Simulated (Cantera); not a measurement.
A perfectly stirred reactor is fed with CH3OH : O2 : N2 : H2O = 1 : 2.42 : 9.1 : 0.81 (molar parts), equivalence ratio 0.62, at 3.26 atm; it is adiabatic with a 650 K inlet, and is followed from long to short residence time, starting on the burning branch (τ in s: 0.037, 0.02, 0.011, 0.006, 0.0033, 0.0018, 0.00097, 0.00053, 0.00029, 0.00016, 8.6e-05).

Computed with Cantera and GRI-Mech 3.0 (53 species, 325 reactions). GRI-Mech 3.0 was tuned for natural gas; its chemistry of methanol as a main component is partial and can be far from experiment.

Q: What does this change do: H2O 0.81 to 1.2 parts?

A: 
| quantity | before | after |
|---|---|---|
| blow-out, bracketed by the residence times tried | burning at 86.0 µs, the shortest tried | burning at 86.0 µs, the shortest tried |
| x(CH3OH) at τ = 37.0 ms | 2.56e-6 | 2.89e-6 |
| x(O2) at τ = 37.0 ms | 0.0663 | 0.0645 |
| x(H2O) at τ = 37.0 ms | 0.202 | 0.224 |
| x(NO) at τ = 37.0 ms | 3.83e-5 | 2.19e-5 |
| x(H) at τ = 37.0 ms | 1.16e-5 | 9.61e-6 |
| x(CH3OH) at τ = 1.80 ms | 2.35e-5 | 2.59e-5 |
| x(O2) at τ = 1.80 ms | 0.0670 | 0.0652 |
| x(H2O) at τ = 1.80 ms | 0.200 | 0.222 |
| x(NO) at τ = 1.80 ms | 1.25e-5 | 8.49e-6 |
| x(H) at τ = 1.80 ms | 0.000120 | 0.000109 |

Q: What does this change do: O2 2.42 to 1.7 parts?

A: 
| quantity | before | after |
|---|---|---|
| blow-out, bracketed by the residence times tried | burning at 86.0 µs, the shortest tried | burning at 86.0 µs, the shortest tried |
| x(CH3OH) at τ = 37.0 ms | 2.56e-6 | 2.28e-6 |
| x(O2) at τ = 37.0 ms | 0.0663 | 0.0156 |
| x(H2O) at τ = 37.0 ms | 0.202 | 0.213 |
| x(NO) at τ = 37.0 ms | 3.83e-5 | 7.23e-5 |
| x(H) at τ = 37.0 ms | 1.16e-5 | 4.91e-5 |
| x(CH3OH) at τ = 1.80 ms | 2.35e-5 | 1.88e-5 |
| x(O2) at τ = 1.80 ms | 0.0670 | 0.0183 |
| x(H2O) at τ = 1.80 ms | 0.200 | 0.209 |
| x(NO) at τ = 1.80 ms | 1.25e-5 | 2.43e-5 |
| x(H) at τ = 1.80 ms | 0.000120 | 0.000489 |
